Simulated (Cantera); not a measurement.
A perfectly stirred reactor is fed with CH₄ : CO : O₂ : N₂ = 1 : 0.09 : 1.86 : 6.99 (molar parts), at 750 Torr; it is adiabatic with a 373 K inlet, and is followed from long to short residence time, starting on the burning branch (τ in s: 0.11, 0.049, 0.022, 0.01, 0.0047, 0.0021, 0.00097, 0.00044, 0.0002, 9.1e-05).

Cantera simulation using GRI-Mech 3.0 (53 species, 325 reactions); the numbers are that mechanism's predictions, not measurements.

Task: Predict: blow-out, bracketed by the residence times tried; x(CH₄) at τ = 0.110 s; x(CO) at τ = 0.110 s; x(O₂) at τ = 0.110 s; x(N₂O) at τ = 0.110 s; x(CH₄) at τ = 2.10 ms; x(CO) at τ = 2.10 ms; x(O₂) at τ = 2.10 ms; x(N₂O) at τ = 2.10 ms.

Result: 
- blow-out, bracketed by the residence times tried: burning at 91.0 µs, the shortest tried
- x(CH₄) at τ = 0.110 s: 4.56e-6
- x(CO) at τ = 0.110 s: 0.0286
- x(O₂) at τ = 0.110 s: 0.00135
- x(N₂O) at τ = 0.110 s: 5.20e-8
- x(CH₄) at τ = 2.10 ms: 6.37e-5
- x(CO) at τ = 2.10 ms: 0.0358
- x(O₂) at τ = 2.10 ms: 0.00735
- x(N₂O) at τ = 2.10 ms: 6.86e-8
